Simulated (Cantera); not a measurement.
Mixture: CH₄ : C₂H₆ : O₂ : N₂ = 1 : 0.031 : 1.76 : 10.7 (molar parts), at 1.01 bar, adiabatic and at constant volume. Ignition delay is the time to a rise of 400 K.

Model: GRI-Mech 3.0 (53 species, 325 reactions), integrated in Cantera.

Problem. What does this change do: pressure from 1.01 bar to 3.90 bar?

Solution. 
```
quantity                                                before       after
--------------------------------------------------  ----------  ----------
delay at 1200 K                                        32.9 ms     9.81 ms
delay at 1300 K                                        8.92 ms     3.10 ms
delay at 1400 K                                        2.55 ms     1.01 ms
delay at 1500 K                                       0.803 ms    0.343 ms
delay at 1600 K                                       0.297 ms    0.128 ms
delay at 1700 K                                       0.133 ms     53.8 µs
apparent activation energy between 1500 and 1700 K  190 kJ/mol  200 kJ/mol
```

Problem. What does this change do: N2 10.7 to 23 parts?

Solution. 
| quantity | before | after |
|---|---|---|
| delay at 1200 K | 32.9 ms | 76.4 ms |
| delay at 1300 K | 8.92 ms | 20.4 ms |
| delay at 1400 K | 2.55 ms | 5.52 ms |
| delay at 1500 K | 0.803 ms | 1.62 ms |
| delay at 1600 K | 0.297 ms | 0.560 ms |
| delay at 1700 K | 0.133 ms | 0.241 ms |
| apparent activation energy between 1500 and 1700 K | 190 kJ/mol | 200 kJ/mol |

Problem. What does this change do: pressure from 1.01 bar to 7.40 bar?

Solution. 
| quantity | before | after |
|---|---|---|
| delay at 1200 K | 32.9 ms | 5.07 ms |
| delay at 1300 K | 8.92 ms | 1.72 ms |
| delay at 1400 K | 2.55 ms | 0.602 ms |
| delay at 1500 K | 0.803 ms | 0.218 ms |
| delay at 1600 K | 0.297 ms | 83.5 µs |
| delay at 1700 K | 0.133 ms | 35.3 µs |
| apparent activation energy between 1500 and 1700 K | 190 kJ/mol | 190 kJ/mol |
